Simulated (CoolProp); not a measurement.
Values from CoolProp's reference Helmholtz-energy equation of state, Tillner-Roth 1997.

Q: For CH2F2 (R32), give the phase and the Z, cv (kJ/(kg K)), Joule-Thomson coefficient (K/MPa), conductivity (mW/(m K)) at 379.6 K and 2780 kPa; 388.8 K and 2780 kPa.

A: 
- 379.6 K and 2780 kPa: gas; Z 0.849, cv 0.881, Joule-Thomson coefficient 11.1, conductivity 24.8
- 388.8 K and 2780 kPa: gas; Z 0.863, cv 0.885, Joule-Thomson coefficient 10.3, conductivity 25.6

Thermal conductivity comes from a separate model (Huber 2003), an estimate that may be off by 10 % or more.
